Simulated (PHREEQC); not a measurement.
Synthetic water in mg/kgw, 30 °C, pH 1.88, pe 8.8:

```json
[
 {"constituent": "Na", "mg/kgw": "21.8"},
 {"constituent": "K", "mg/kgw": "39.8"},
 {"constituent": "Ca", "mg/kgw": "89.7"},
 {"constituent": "Mg", "mg/kgw": "23.9"},
 {"constituent": "Cl", "mg/kgw": "42.7"},
 {"constituent": "S(6) as SO4", "mg/kgw": "1620"},
 {"constituent": "Mn(2)", "mg/kgw": "2.36"},
 {"constituent": "Li", "mg/kgw": "0.973"},
 {"constituent": "Si as SiO2", "mg/kgw": "0.0612"}
]
```

Valence states are taken as typed.

All values are PHREEQC results (ion-association model, wateq4f.dat), not measurements.

No solid was allowed to form.

**Question.** Predict the ionic strength, charge-balance error.

**Answer.** ionic strength 0.0340 mol/kgw; charge-balance error -8.0 %.

**Question.** In which forms is Li present?

**Answer.** Li+ 98 %, LiSO4- 1.8 % of the Li.

Complexes and solids missing from the database can't appear.
